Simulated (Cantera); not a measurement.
A closed system holds: 1 mol CO2, 3.2 mol H2O, 0.26 mol N2, at 2800 °C and 1.33 mbar.

Equilibrium computed with Cantera from the NASA thermochemical tables; the gas is ideal and each condensed phase is pure. Candidate condensed phases: C, C6H6, C7H8, C8H18, H2O; 136 gas species. Kinetics and transport are ignored.

Base state: H 0.525, O 0.337, CO 0.0862, N2 0.0217, OH 0.0101, H2 0.00952, O2 0.00725, NO 0.00161 (mole fractions); condensed: gas only.

**Question.** What changes in the equilibrium state with this change: temperature from 2800 °C to 400 °C?

**Answer.** 
| species | before | after |
|---|---|---|
| H2O | 0.000520 | 0.717 |
| CO2 | 0.000623 | 0.224 |
| N2 | 0.0217 | 0.0583 |
| H | 0.525 | <1e-9 |
| O | 0.337 | <1e-9 |
| CO | 0.0862 | <1e-9 |
| OH | 0.0101 | <1e-9 |
| H2 | 0.00952 | <1e-9 |
| O2 | 0.00725 | <1e-9 |
| NO | 0.00161 | <1e-9 |
